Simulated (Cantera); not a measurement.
A freely propagating, adiabatic, planar premixed flame of H2 : O2 : N2 = 1 : 0.794 : 3.02 (molar parts), unburnt at 675 K and 1.90 bar; mixture-averaged transport, grid criteria slope 0.08 and curve 0.16, no radiation.

Computed with Cantera and the H2/O2 subset of GRI-Mech 3.0, which has no nitrogen chemistry. Burning velocities carry a grid error of a few per cent, more on coarse grids. Lean hydrogen flames are cellular in practice and burn faster than this planar one.

x: mole fraction of selected species; z is measured from the peak of heat release.

| z (mm) | T (K) | u (m/s) | x H2 | x O2 | x H2O2 | x H2O | x H | x O |
|---|---|---|---|---|---|---|---|---|
| -0.600 | 675 | 5.76 | 0.208 | 0.165 | <1e-8 | <1e-8 | <1e-8 | <1e-8 |
| -0.400 | 675 | 5.76 | 0.208 | 0.165 | <1e-8 | <1e-8 | <1e-8 | <1e-8 |
| -0.300 | 675 | 5.76 | 0.208 | 0.165 | <1e-8 | 1.26e-7 | <1e-8 | <1e-8 |
| -0.200 | 675 | 5.76 | 0.207 | 0.165 | 2.72e-8 | 5.60e-6 | 1.14e-7 | 2.82e-8 |
| -0.1000 | 709 | 5.97 | 0.194 | 0.166 | 1.06e-5 | 0.00231 | 0.000180 | 1.90e-5 |
| -0.0500 | 916 | 7.50 | 0.156 | 0.161 | 2.48e-5 | 0.0253 | 0.00332 | 0.000492 |
| 0 | 1276 | 10.2 | 0.0863 | 0.129 | 1.25e-5 | 0.0934 | 0.0146 | 0.00453 |
| 0.0500 | 1552 | 12.3 | 0.0347 | 0.0906 | 4.95e-6 | 0.159 | 0.0209 | 0.0102 |
| 0.1000 | 1704 | 13.4 | 0.0187 | 0.0755 | 2.70e-6 | 0.184 | 0.0180 | 0.0117 |
| 0.200 | 1857 | 14.5 | (withheld) | 0.0698 | (withheld) | 0.198 | (withheld) | (withheld) |
| 0.400 | 1987 | 15.4 | 0.00844 | 0.0679 | 8.23e-7 | 0.208 | 0.00530 | 0.00618 |
| 0.800 | 2081 | 16.0 | 0.00464 | 0.0673 | 5.19e-7 | 0.217 | 0.00194 | 0.00326 |
| 1.60 | 2138 | 16.4 | (withheld) | 0.0675 | (withheld) | 0.223 | (withheld) | (withheld) |

Task: Fill in the missing entries.

Result: 
- 0.200, x H2: 0.0126
- 0.200, x H2O2: 1.42e-6
- 0.200, x H: 0.0112
- 0.200, x O: 0.00963
- 1.60, x H2: 0.00209
- 1.60, x H2O2: 3.44e-7
- 1.60, x H: 0.000553
- 1.60, x O: 0.00145
